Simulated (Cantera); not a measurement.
# Premixed flame

A freely propagating, adiabatic, planar premixed flame of CH₄ : H₂ : O₂ : N₂ = 1 : 0.06 : 1.69 : 6.36 (molar parts), unburnt at 448 K and 9.87 atm; unity-Lewis-number transport, grid criteria slope 0.08 and curve 0.16, no radiation.

Computed with Cantera and GRI-Mech 3.0 (53 species, 325 reactions). Unity Lewis numbers drop preferential diffusion, which matters most where H2 and H carry the flame. Burning velocities carry a grid error of a few per cent, more on coarse grids.

| z (mm) | T (K) | u (m/s) | x CH₄ | x H₂ | x O₂ | x C₂H | x HCN | x OH |
|---|---|---|---|---|---|---|---|---|
| -0.366 | 450 | 0.177 | 0.110 | 0.00661 | 0.185 | <1e-8 | 3.13e-8 | <1e-8 |
| -0.244 | 461 | 0.181 | 0.109 | 0.00674 | 0.184 | <1e-8 | 1.78e-7 | <1e-8 |
| -0.183 | 499 | 0.196 | 0.107 | 0.00717 | 0.181 | <1e-8 | 6.98e-7 | <1e-8 |
| -0.122 | 682 | 0.270 | 0.0953 | 0.00936 | 0.163 | <1e-8 | 3.29e-6 | 2.48e-8 |
| -0.0610 | 1239 | 0.496 | 0.0573 | 0.0167 | 0.106 | <1e-8 | 1.20e-5 | 1.96e-6 |
| -0.0305 | 1668 | 0.675 | 0.0269 | 0.0229 | 0.0584 | 1.39e-8 | 1.94e-5 | 4.57e-5 |
| 0 | 2052 | 0.838 | 0.00393 | 0.0269 | 0.0161 | 6.45e-7 | 2.77e-5 | 0.000865 |
| 0.0305 | 2185 | 0.892 | 0.000143 | 0.0263 | 0.00250 | 3.13e-7 | 2.17e-5 | 0.00230 |
| 0.0610 | 2215 | 0.903 | 8.16e-6 | 0.0265 | 0.000615 | 3.04e-8 | 1.17e-5 | 0.00194 |
| 0.122 | 2233 | 0.909 | 3.72e-7 | 0.0267 | 0.000132 | <1e-8 | 4.94e-6 | 0.00110 |
| 0.244 | 2241 | 0.912 | 2.78e-8 | 0.0267 | 2.97e-5 | <1e-8 | 1.87e-6 | 0.000576 |
| 0.488 | 2244 | 0.912 | <1e-8 | 0.0267 | 1.32e-5 | <1e-8 | 5.44e-7 | 0.000418 |
| 0.976 | 2244 | 0.913 | <1e-8 | 0.0267 | 1.17e-5 | <1e-8 | 9.30e-8 | 0.000399 |
x: mole fraction of selected species; z is measured from the peak of heat release.

The laminar burning velocity is 17.6 cm/s, the thermal thickness comes out as 0.122 mm and the peak x(C₂H) comes out as 8.29e-7. The peak x(HCN) is 2.84e-5, the peak x(OH) is 0.00231 and the grid points comes out as 135.
